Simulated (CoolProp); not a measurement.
The numbers come from the reference Helmholtz-energy equation of state, Thol 2019 in CoolProp.

Problem. Give the vapour pressure (MPa), liquid density (kg/m³), vapour Z of saturated decamethylcyclopentasiloxane (D5) at 323, 326.8, 345.7 K.

Solution. 
```json
[
 {"T (K)": "323", "p (MPa)": "0.000136", "liquid density (kg/m³)": "927", "vapour Z": "0.999"},
 {"T (K)": "326.8", "p (MPa)": "0.000178", "liquid density (kg/m³)": "923", "vapour Z": "0.999"},
 {"T (K)": "345.7", "p (MPa)": "0.000587", "liquid density (kg/m³)": "903", "vapour Z": "0.998"}
]
```
